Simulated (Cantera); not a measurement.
Cantera with NASA thermochemical tables; ideal gases at 1 bar, condensed phases pure. Values are per mole of reaction as written; species without (g) are pure solids or liquids, kept so even where they would boil at 1 bar.

O3(g) + PbS(g) = PbO(g) + SO2(g)

```csv
T (K),ΔH° (kJ),ΔS° (J/K),ΔG° (kJ),log10 K
1400,-502.0,-5.2,-494.8,18.46
1500,(withheld),(withheld),(withheld),(withheld)
1600,-502.4,-5.4,-493.7,16.12
1700,(withheld),(withheld),(withheld),(withheld)
1800,-503.4,-6.0,-492.6,14.29
1900,-504.1,-6.4,-492.0,13.53
2000,(withheld),(withheld),(withheld),(withheld)
```

Question: What belongs in the gaps?

Answer: 
- 1500, ΔH° (kJ): -502.2
- 1500, ΔS° (J/K): -5.3
- 1500, ΔG° (kJ): -494.3
- 1500, log10 K: 17.21
- 1700, ΔH° (kJ): -502.8
- 1700, ΔS° (J/K): -5.7
- 1700, ΔG° (kJ): -493.2
- 1700, log10 K: 15.15
- 2000, ΔH° (kJ): -505.0
- 2000, ΔS° (J/K): -6.9
- 2000, ΔG° (kJ): -491.3
- 2000, log10 K: 12.83
